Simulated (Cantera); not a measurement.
Low-pressure radical oxidation in H2/O2

An isothermal, constant-pressure homogeneous reactor starts with 2.15 % H2, 97.8 % O2, at 950 K and 4.58 Torr.

Model: GRI-Mech 3.0 (53 species, 325 reactions), integrated in Cantera. Radical loss at walls, strong at low pressure, is not modelled.

```csv
t (s),x H2,x O2,x OH,x HO2,x O,x H2O,x H2O2
4.00e-6,0.0215,0.978,<1e-12,<1e-12,<1e-12,<1e-12,<1e-12
3.36e-5,0.0215,0.978,<1e-12,<1e-12,<1e-12,<1e-12,<1e-12
0.000283,0.0215,0.978,1.53e-12,6.28e-12,1.73e-12,<1e-12,<1e-12
0.00238,0.0215,0.978,4.60e-11,5.37e-11,8.56e-11,7.48e-11,<1e-12
0.0200,0.0215,0.978,2.91e-6,9.11e-8,6.32e-6,8.69e-6,9.14e-12
0.168,9.47e-5,0.973,0.000359,1.71e-6,0.00449,0.0211,1.72e-8
1.41,2.82e-6,0.978,6.17e-5,3.36e-7,0.000154,0.0217,1.21e-8
11.9,5.18e-8,0.978,9.21e-6,2.07e-8,3.35e-6,0.0218,3.16e-9
100,2.19e-9,0.978,2.02e-6,1.30e-9,1.61e-7,0.0218,4.73e-10
```
x: mole fraction; the columns are a selection and need not sum to one.

Equilibrium at this temperature and pressure: H2 5.17e-12, O2 0.978, OH 1.01e-7, HO2 1.66e-10, O 4.05e-10, H2O 0.0218, H2O2 2.41e-12 (gas phase only).
